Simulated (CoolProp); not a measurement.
A single-stage vapour-compression cycle with R407C: evaporating at 233.15 K (dew point), condensing at 269.15 K (bubble point), superheat 10 K, subcooling 0 K, compressor efficiency 0.8, no pressure losses. Each further row changes one setting.

Values from CoolProp's reference Helmholtz-energy equation of state, Lemmon 2003. It is a pseudo-pure fit of the blend.

```
case                              cooling COP  pressure ratio  discharge temperature (K)  refrigerating effect (kJ/kg)  volumetric capacity (kJ/m³)
--------------------------------  -----------  --------------  -------------------------  ----------------------------  ---------------------------
as stated                                3.64            5.81                      318.5                           201                          757
evaporating temperature 238.15 K         4.31            4.54                      313.4                           204                          970
condensing temperature 264.15 K          4.21            4.89                      310.8                           208                          784
subcooling 5 K                           3.77            5.81                      318.5                           208                          784
superheat 20 K                           3.62            5.81                      329.6                           209                          752
compressor efficiency 0.7                3.18            5.81                      327.0                           201                          757
```
